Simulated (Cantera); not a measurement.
An isothermal, constant-pressure homogeneous reactor starts with H2 : O2 : N2 = 0.051 : 1 : 1.5 (molar parts), equivalence ratio 0.025, at 1098 K and 0.00266 atm.

Cantera simulation using the H2/O2 subset of GRI-Mech 3.0, which has no nitrogen chemistry; the numbers are that mechanism's predictions, not measurements. Radical loss at walls, strong at low pressure, is not modelled.

x: mole fraction; the columns are a selection and need not sum to one.

```json
[
 {"t (s)": "1.00e-5", "x H2": "0.0200", "x O2": "0.392", "x HO2": "1.77e-12", "x O": "<1e-12", "x H2O": "<1e-12"},
 {"t (s)": "5.01e-5", "x H2": "0.0200", "x O2": "0.392", "x HO2": "8.85e-12", "x O": "<1e-12", "x H2O": "<1e-12"},
 {"t (s)": "0.000251", "x H2": "0.0200", "x O2": "0.392", "x HO2": "4.43e-11", "x O": "5.72e-12", "x H2O": "<1e-12"},
 {"t (s)": "0.00126", "x H2": "0.0200", "x O2": "0.392", "x HO2": "2.22e-10", "x O": "1.09e-10", "x H2O": "4.30e-11"},
 {"t (s)": "0.00631", "x H2": "0.0200", "x O2": "0.392", "x HO2": "?", "x O": "2.95e-9", "x H2O": "3.52e-9"},
 {"t (s)": "0.0316", "x H2": "0.0199", "x O2": "0.392", "x HO2": "?", "x O": "5.70e-5", "x H2O": "8.71e-5"},
 {"t (s)": "0.158", "x H2": "0.000310", "x O2": "0.377", "x HO2": "3.37e-7", "x O": "0.0122", "x H2O": "0.0174"},
 {"t (s)": "0.794", "x H2": "0.000226", "x O2": "0.380", "x HO2": "3.15e-7", "x O": "0.00858", "x H2O": "0.0184"},
 {"t (s)": "3.98", "x H2": "6.27e-5", "x O2": "0.384", "x HO2": "?", "x O": "0.00225", "x H2O": "0.0197"},
 {"t (s)": "20.0", "x H2": "4.29e-6", "x O2": "0.386", "x HO2": "?", "x O": "0.000153", "x H2O": "0.0201"},
 {"t (s)": "100", "x H2": "2.48e-7", "x O2": "0.386", "x HO2": "?", "x O": "8.86e-6", "x H2O": "0.0202"}
]
```

Task: Some entries are withheld; supply them.

Result: 
- 0.00631, x HO2: 1.12e-9
- 0.0316, x HO2: 9.69e-8
- 3.98, x HO2: 2.11e-7
- 20.0, x HO2: 5.34e-8
- 100, x HO2: 6.12e-9
